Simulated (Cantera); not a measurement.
A freely propagating, adiabatic, planar premixed flame of 8.92 % CH₄, 6.60 % CO, 17.7 % O₂, 66.3 % N₂, 0.562 % CO₂, equivalence ratio 1.2, unburnt at 650 K and 2.86 atm; mixture-averaged transport, grid criteria slope 0.08 and curve 0.16, no radiation.

Model: GRI-Mech 3.0 (53 species, 325 reactions), integrated in Cantera. Burning velocities carry a grid error of a few per cent, more on coarse grids.

x: mole fraction of selected species; z is measured from the peak of heat release.

```
z (mm)   T (K)  u (m/s)     x CH₄    x CO     x O₂    x CH₂O    x NO₂       x O
-------  -----  -------  --------  ------  -------  --------  -------  --------
-0.376     650     1.26    0.0891  0.0659    0.176   1.84e-7    <1e-8     <1e-8
-0.250     653     1.27    0.0887  0.0658    0.176   3.39e-6    <1e-8     <1e-8
-0.188     662     1.29    0.0878  0.0657    0.175   1.88e-5  2.00e-8     <1e-8
-0.125     720     1.41    0.0837  0.0662    0.170  0.000154  1.24e-7   9.92e-8
-0.0626    [?]     2.18       [?]     [?]      [?]       [?]      [?]       [?]
-0.0313   1509     3.02    0.0332  0.0859   0.0998   0.00120  6.81e-8  0.000139
0          [?]     3.81       [?]  0.0965      [?]       [?]      [?]       [?]
0.0313    2069     4.14  0.000674  0.0911   0.0254  0.000119    <1e-8   0.00220
0.0626    2126     4.23   2.93e-5  0.0801   0.0150   7.24e-6    <1e-8   0.00290
0.125     2187     4.32   7.57e-8  0.0693  0.00944   2.34e-8  1.00e-8   0.00264
0.250     2256     4.44     <1e-8  0.0644  0.00661     <1e-8  1.10e-8   0.00187
0.501     2325     4.55     <1e-8  0.0617  0.00427     <1e-8  1.25e-8   0.00110
1.00      2378     4.64     <1e-8  0.0594  0.00242     <1e-8  1.39e-8  0.000570
```

Task: Some entries are withheld; supply them.

Result: 
- -0.0626, T (K): 1099
- -0.0626, x CH₄: 0.0601
- -0.0626, x CO: 0.0741
- -0.0626, x O₂: 0.139
- -0.0626, x CH₂O: 0.00102
- -0.0626, x NO₂: 1.95e-7
- -0.0626, x O: 1.48e-5
- 0, T (K): 1896
- 0, x CH₄: 0.00816
- 0, x O₂: 0.0534
- 0, x CH₂O: 0.000650
- 0, x NO₂: 1.57e-8
- 0, x O: 0.000809
